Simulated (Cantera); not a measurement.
A closed system holds: 1 mol C3H6, a varied amount of CO2, 16 mol N2, at 1123.15 K and 1.80 bar.

Equilibrium computed with Cantera from the NASA thermochemical tables; the gas is ideal and each condensed phase is pure. Candidate condensed phases: C, C6H6, C7H8, C8H18, H2O; 136 gas species. Equilibrium is a limit: real reactors are often held back by kinetics, nucleation or transport.

log p: log10 of the partial pressure in bar; n: condensed amount in mol.

| n(CO2) (mol) | log p N2 | log p CO | log p H2 | log p CO2 | n C(graphite) |
|---|---|---|---|---|---|
| 0.029 | 0.18 | -2.27 | -0.55 | … | 2.95 |
| 0.043 | 0.18 | -2.10 | -0.56 | … | 2.93 |
| 0.063 | 0.18 | -1.93 | -0.56 | … | 2.92 |
| 0.092 | 0.18 | -1.77 | -0.56 | … | 2.89 |
| 0.13 | 0.18 | -1.62 | -0.56 | … | 2.85 |
| 0.2 | 0.17 | -1.44 | -0.56 | … | 2.78 |
| 0.29 | 0.17 | -1.28 | -0.57 | … | 2.70 |
| 0.42 | 0.16 | -1.13 | -0.57 | … | 2.57 |
| 0.62 | 0.15 | -0.97 | -0.58 | … | 2.39 |
| 0.9 | 0.14 | -0.82 | -0.60 | … | 2.12 |
| 1.3 | 0.13 | -0.68 | -0.61 | … | 1.75 |
| 1.9 | 0.10 | -0.54 | -0.64 | … | 1.20 |
| 2.8 | 0.07 | -0.41 | -0.67 | … | 0.380 |

Complete the blanks.


- 0.029, log p CO2: -5.76
- 0.043, log p CO2: -5.42
- 0.063, log p CO2: -5.09
- 0.092, log p CO2: -4.76
- 0.13, log p CO2: -4.47
- 0.2, log p CO2: -4.10
- 0.29, log p CO2: -3.79
- 0.42, log p CO2: -3.48
- 0.62, log p CO2: -3.16
- 0.9, log p CO2: -2.86
- 1.3, log p CO2: -2.58
- 1.9, log p CO2: -2.30
- 2.8, log p CO2: -2.04
